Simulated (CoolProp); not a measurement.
The numbers come from the reference Helmholtz-energy equation of state, Thol 2021 in CoolProp.

Q: Give the vapour pressure (MPa), liquid density (kg/m³), vapour density (kg/m³) of saturated chlorine at 385.2 K.

A: 
| T (K) | p (MPa) | liquid density (kg/m³) | vapour density (kg/m³) |
|---|---|---|---|
| 385.2 | 4.74 | 1040 | 168 |
